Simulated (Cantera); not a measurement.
An isothermal, constant-pressure homogeneous reactor starts with 1.86 % CH₄, 93.0 % H₂, 0.688 % H, 4.46 % N₂, at 2550 K and 100.0 Torr.

Detailed kinetics in Cantera: GRI-Mech 3.0 (53 species, 325 reactions). GRI-Mech 3.0 stops at C3 and has no aromatics, soot or wall deposition, so with more carbon than oxygen in the feed, carbon stays in small species such as C2H2 where larger ones or solid carbon would form.

x: mole fraction; the columns are a selection and need not sum to one.

```
t (s)        x CH₄   x H₂     x H   x C₂H₂    x CH₂     x CH₃   x C₂H₄
--------  --------  -----  ------  -------  -------  --------  -------
0.000800  0.000776  0.906  0.0412  0.00820      [?]  0.000627  3.03e-6
0.00246   0.000120  0.897  0.0515  0.00873      [?]  0.000122  1.12e-6
0.00755    2.20e-5  0.883  0.0655  0.00875      [?]   2.89e-5  7.94e-7
0.0232     1.08e-5  0.871  0.0783  0.00867  2.53e-6   1.71e-5  6.30e-7
0.0713     1.02e-5  0.869  0.0802  0.00860  2.52e-6   1.66e-5  6.06e-7
0.219      1.03e-5  0.869  0.0802  0.00844  2.55e-6   1.68e-5  5.94e-7
0.673      1.04e-5  0.869  0.0802  0.00804  2.57e-6   1.69e-5  5.66e-7
2.07       1.02e-5  0.869  0.0802  0.00723  2.52e-6   1.66e-5  5.09e-7
6.36       9.49e-6  0.869  0.0802  0.00593  2.35e-6   1.55e-5  4.18e-7
19.5       8.44e-6  0.869  0.0802  0.00448  2.09e-6   1.38e-5  3.16e-7
60.0       7.87e-6  0.869  0.0802  0.00381  1.95e-6   1.28e-5  2.68e-7
```

Task: Complete the blanks.

Result: 
- 0.000800, x CH₂: 4.45e-5
- 0.00246, x CH₂: 1.15e-5
- 0.00755, x CH₂: 3.52e-6
